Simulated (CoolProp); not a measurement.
Vapour-liquid equilibrium of methanol (1) + water (2) at 2.01 MPa; x and y are mole fractions of (1).

Model: multi-fluid Helmholtz-energy mixture model, de Reuck 1993 and Wagner 2002; pair parameters Bell 2016, in CoolProp.

```
x     bubble temperature (°C)  y at the bubble point  dew temperature at overall composition x (°C)  liquid density (mol/L)
----  -----------------------  ---------------------  ---------------------------------------------  ----------------------
0.05                    208.1                  0.121                                              ?                   44.75
0.2                         ?                  0.383                                              ?                       ?
0.35                    188.4                  0.560                                          198.4                   33.37
0.5                         ?                  0.689                                          191.4                   29.14
0.65                    176.3                  0.793                                          183.8                   25.61
0.8                         ?                  0.884                                          175.9                       ?
0.95                    167.3                  0.971                                              ?                   20.12
```

Task: Fill in the missing entries.

Result: 
- 0.05, dew temperature at overall composition x (°C): 210.8
- 0.2, bubble temperature (°C): 196.9
- 0.2, dew temperature at overall composition x (°C): 204.9
- 0.2, liquid density (mol/L): 38.48
- 0.5, bubble temperature (°C): 181.8
- 0.8, bubble temperature (°C): 171.5
- 0.8, liquid density (mol/L): 22.64
- 0.95, dew temperature at overall composition x (°C): 168.3

No azeotrope shows between x = 0.05 and 0.95.

The pair parameters rest on a limited set of measurements; away from them the model extrapolates.
